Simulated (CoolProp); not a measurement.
R143a along the isobar 2.17 MPa: density (kg/m³) from the reference equation and from simpler models built on Tc = 345.9 K, pc = 3.762 MPa, ω = 0.261; each cubic takes its own stable root.

The numbers come from the reference Helmholtz-energy equation of state, Lemmon and Jacobsen 2000 in CoolProp.

```json
[
 {"T (K)": "185.5", "phase": "liquid", "reference": "1275"},
 {"T (K)": "206.5", "phase": "liquid", "reference": "1223"},
 {"T (K)": "227.4", "phase": "liquid", "reference": "1168"},
 {"T (K)": "248.4", "phase": "liquid", "reference": "1109"},
 {"T (K)": "269.4", "phase": "liquid", "reference": "1045"},
 {"T (K)": "290.3", "phase": "liquid", "reference": "971.4"},
 {"T (K)": "311.3", "phase": "liquid", "reference": "876.4"},
 {"T (K)": "332.3", "phase": "gas", "reference": "95.13"},
 {"T (K)": "353.2", "phase": "gas", "reference": "80.42"},
 {"T (K)": "374.2", "phase": "gas", "reference": "71.27"},
 {"T (K)": "395.2", "phase": "gas", "reference": "64.67"},
 {"T (K)": "416.1", "phase": "gas", "reference": "59.56"},
 {"T (K)": "437.1", "phase": "gas", "reference": "55.40"},
 {"T (K)": "458.1", "phase": "gas", "reference": "51.91"},
 {"T (K)": "479", "phase": "gas", "reference": "48.94"},
 {"T (K)": "500", "phase": "gas", "reference": "46.34"}
]
```

**Question.** How far does each simpler model (van der Waals, Redlich-Kwong, Soave-Redlich-Kwong, Peng-Robinson) lie from the reference over these 16 states: mean and median of the absolute difference, and the worst?

**Answer.** 
- van der Waals: mean 23.2 %, median 6.7 %, worst -88.5 % at 311.3 K and 2.17 MPa
- Redlich-Kwong: mean 9.3 %, median 3.2 %, worst -24.7 % at 311.3 K and 2.17 MPa
- Soave-Redlich-Kwong: mean 8.1 %, median 2.9 %, worst -20.2 % at 311.3 K and 2.17 MPa
- Peng-Robinson: mean 2.7 %, median 0.6 %, worst -9.6 % at 311.3 K and 2.17 MPa

At some of these states van der Waals gives the other phase, because its saturation line lies elsewhere.
